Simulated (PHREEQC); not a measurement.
0.15 g of hydrous ferric oxide (600 m²/g; 0.2 weak and 0.005 strong sites per Fe, Dzombak-Morel constants, diffuse double layer) in 1 kg of water with 0.01 mol/kgw of an inert sodium salt and 0.06 mmol/kgw CaCl2, at 25 °C; the pH is set by adding NaOH or the inert anion's acid. Oxygen is held at 0.21 atm. The system is closed to CO2. Nothing may precipitate in this run.

The series has 13 steps of pH, from 4 to 12.

Model: ion-association model, wateq4f.dat, run in PHREEQC.

Question: Near which pH is half of the Ca sorbed, and on which side is more sorbed?

Answer: Near pH 8.9, with more sorbed at higher pH.
